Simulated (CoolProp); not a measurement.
n-decane at several states: Z from the reference equation and from simpler models built on Tc = 617.7 K, pc = 21.01 bar, ω = 0.488; each cubic takes its own stable root.

Model: reference Helmholtz-energy equation of state, Lemmon 2006, in CoolProp. It is a short technical equation, of lower accuracy than the large ones.

```json
[
 {"T (K)": "446.3", "p (bar)": "0.211", "phase": "gas", "reference": "0.9873"},
 {"T (K)": "608", "p (bar)": "34.4", "phase": "liquid", "reference": "0.2301"},
 {"T (K)": "493.7", "p (bar)": "0.402", "phase": "gas", "reference": "0.9836"},
 {"T (K)": "398.5", "p (bar)": "15.3", "phase": "liquid", "reference": "0.1013"},
 {"T (K)": "367.3", "p (bar)": "3.78", "phase": "liquid", "reference": "0.02619"},
 {"T (K)": "301.9", "p (bar)": "1.02", "phase": "liquid", "reference": "0.007990"}
]
```

Problem. How far does each simpler model (van der Waals, Redlich-Kwong, Soave-Redlich-Kwong, Peng-Robinson) lie from the reference over these 6 states: mean and median of the absolute difference, and the worst?

Solution. 
- van der Waals: mean 53.1 %, median 71.3 %, worst +88.4 % at 301.9 K and 1.02 bar
- Redlich-Kwong: mean 18.1 %, median 26.3 %, worst +28.4 % at 608 K and 34.4 bar
- Soave-Redlich-Kwong: mean 14.3 %, median 19.0 %, worst +26.2 % at 608 K and 34.4 bar
- Peng-Robinson: mean 5.5 %, median 5.6 %, worst +13.2 % at 608 K and 34.4 bar
